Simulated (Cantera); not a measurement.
**Carbothermic reduction: CuO + C + N2**

Input: 1 mol CuO, 0.54 mol C, a varied amount of N2, at 777 °C and 21.0 Pa.

Method: chemical equilibrium by Gibbs-energy minimisation in Cantera with the NASA 1993 tables (ideal gas, pure condensed phases). Candidate condensed phases: C, Cu, CuO, Cu2O; 27 gas species. Rates play no part.

From 0.13 mol N2 to 14 mol N2 the condensed part is Cu(s). The main Cu-bearing gas is Cu throughout.

```
n(N2) (mol)   x N2   x CO2     x CO     x Cu  n Cu(s)
-----------  -----  ------  -------  -------  -------
0.13         0.194   0.687    0.119  5.01e-7     1.00
0.24         0.308   0.590    0.103  5.01e-7     1.00
0.43         0.443   0.474   0.0825  5.01e-7     1.00
0.77         0.588   0.351   0.0611  5.01e-7    1.000
1.4          0.722   0.237   0.0412  5.01e-7    1.000
2.5          0.822   0.151   0.0263  5.01e-7    1.000
4.4          0.891  0.0931   0.0162  5.01e-7    1.000
7.9          0.936  0.0545  0.00948  5.01e-7    1.000
14           0.963  0.0316  0.00550  5.01e-7    1.000
```
x: gas mole fraction; n: condensed amount in mol.
